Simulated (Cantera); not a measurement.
Diamond growth

A diamond (100) surface in a fixed gas of H2 with x(CH4) = 0.014, x(H) = 0.0027, at 1400 K, 0.0130 bar; coverages are run to steady state.

Computed with Cantera and the Harris–Goodwin 1993 mechanism for the reconstructed diamond (100) surface.

```tsv
x(CH3)	growth (µm/h)	θ c6HH	θ c6H*	θ c6*H	θ c6**
1e-06	0.000870	0.357	0.0584	0.535	0.0498
2.1e-06	0.00183	0.357	0.0584	0.535	0.0498
4.3e-06	0.00374	0.357	0.0584	0.535	0.0498
9.1e-06	0.00791	0.357	0.0584	0.535	0.0498
1.9e-05	0.0165	0.357	0.0584	0.535	0.0498
3.9e-05	0.0339	0.357	0.0584	0.535	0.0498
8.2e-05	0.0712	0.357	0.0584	0.534	0.0497
0.00017	0.147	0.357	0.0584	0.534	0.0496
0.00036	0.310	0.357	0.0584	0.534	0.0494
```
θ: site fractions in the mechanism's names (c6HH fully hydrogenated, c6H* and c6*H radical sites, c6** diradical, c6HM methylated).
